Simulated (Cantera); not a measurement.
An isothermal, constant-pressure homogeneous reactor starts with CH4 : H2O = 1 : 0.75 (molar parts), at 1973 K and 4.93 atm.

Cantera simulation using GRI-Mech 3.0 (53 species, 325 reactions); the numbers are that mechanism's predictions, not measurements. GRI-Mech 3.0 stops at C3 and has no aromatics, soot or wall deposition, so with more carbon than oxygen in the feed, carbon stays in small species such as C2H2 where larger ones or solid carbon would form.

One state of this run: x CH4 = 0.00996; x H2O = 3.71e-5; x OH = 2.48e-9; x O2 = <1e-12; x CH2O = 3.27e-7. x: mole fraction; the columns are a selection and need not sum to one.

**Question.** Which value of t (s) does it belong to?
(A) 1.85e-5
(B) 0.163
(C) 0.403
(D) 0.000698

**Answer.** C, 0.403
